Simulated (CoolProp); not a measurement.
Vapour-liquid equilibrium of propane (1) + R227EA (2) at 0.0771 MPa; x and y are mole fractions of (1).

Computed with CoolProp (multi-fluid Helmholtz-energy mixture model, Lemmon 2009 and Lemmon 2016; pair parameters Bell 2016).

```json
[
 {"x": "0.05", "bubble temperature, mixture model (K)": "[?]", "bubble temperature, Raoult's law (K)": "248.7", "y, mixture model": "0.372", "y, Raoult's law": "0.134"},
 {"x": "0.2", "bubble temperature, mixture model (K)": "[?]", "bubble temperature, Raoult's law (K)": "243.3", "y, mixture model": "0.718", "y, Raoult's law": "0.437"},
 {"x": "0.35", "bubble temperature, mixture model (K)": "225.2", "bubble temperature, Raoult's law (K)": "238.7", "y, mixture model": "0.785", "y, Raoult's law": "0.637"},
 {"x": "0.5", "bubble temperature, mixture model (K)": "[?]", "bubble temperature, Raoult's law (K)": "234.8", "y, mixture model": "0.801", "y, Raoult's law": "0.772"},
 {"x": "0.65", "bubble temperature, mixture model (K)": "224.2", "bubble temperature, Raoult's law (K)": "231.4", "y, mixture model": "0.808", "y, Raoult's law": "0.868"},
 {"x": "0.8", "bubble temperature, mixture model (K)": "224.0", "bubble temperature, Raoult's law (K)": "228.4", "y, mixture model": "0.831", "y, Raoult's law": "0.936"},
 {"x": "0.95", "bubble temperature, mixture model (K)": "224.3", "bubble temperature, Raoult's law (K)": "225.8", "y, mixture model": "0.925", "y, Raoult's law": "0.986"}
]
```

Q: Some entries are withheld; supply them.

A: 
- 0.05, bubble temperature, mixture model (K): 241.7
- 0.2, bubble temperature, mixture model (K): 228.7
- 0.5, bubble temperature, mixture model (K): 224.5

The largest gap from Raoult's law is -14.6 K in bubble temperature, at x = 0.2. y crosses x between x = 0.8 and 0.95: the model has an azeotrope there.

The pair parameters rest on a limited set of measurements; away from them the model extrapolates. With so large a gap from Raoult's law the liquid may split in two, which this calculation doesn't test in full.
